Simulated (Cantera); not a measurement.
Mixture: 33.2 % H₂, 17.1 % O₂, 49.8 % N₂, equivalence ratio 0.97, at 0.440 bar, adiabatic and at constant pressure. Ignition delay is the time to a rise of 400 K.

Computed with Cantera and GRI-Mech 3.0 (53 species, 325 reactions). Where the delays flatten at high temperature, the 400 K rule measures the pace of heat release, not the induction time.

**Question.** Predict: delay at 1100 K; delay at 1200 K; delay at 1300 K; delay at 1400 K; delay at 1500 K; delay at 1600 K.

**Answer.** 
| Quantity | Value |
|---|---|
| delay at 1100 K | 0.160 ms |
| delay at 1200 K | 93.9 µs |
| delay at 1300 K | 65.0 µs |
| delay at 1400 K | 51.5 µs |
| delay at 1500 K | 45.8 µs |
| delay at 1600 K | 44.5 µs |
